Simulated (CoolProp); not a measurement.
Saturated liquid density (kg/m³) of chlorine: the reference equation beside estimates from Tc = 416.9 K, pc = 7642 kPa, ω = 0.070. Rackett uses Z = 0.29056 − 0.08775 ω.

Values from CoolProp's reference Helmholtz-energy equation of state, Thol 2021.

```csv
T (K),reference,Rackett,van der Waals,Soave-Redlich-Kwong,Peng-Robinson
235,1575,1482,986.9,1453,1639
245.1,1547,1459,971.6,1429,1613
255.1,1519,1435,955.8,1403,1585
265.1,1491,1410,939.4,1376,1556
275.1,1462,1385,922.4,1348,1525
285.2,1432,1358,904.5,1318,1492
295.2,1402,1331,886.0,1286,1457
305.2,1371,1303,866.6,1253,1420
```

Absolute difference from the reference over all 8 rows, mean and median: Rackett 5.4 and 5.3 %, van der Waals 37.0 and 37.0 %, Soave-Redlich-Kwong 7.9 and 7.8 %, Peng-Robinson 4.1 and 4.2 %.
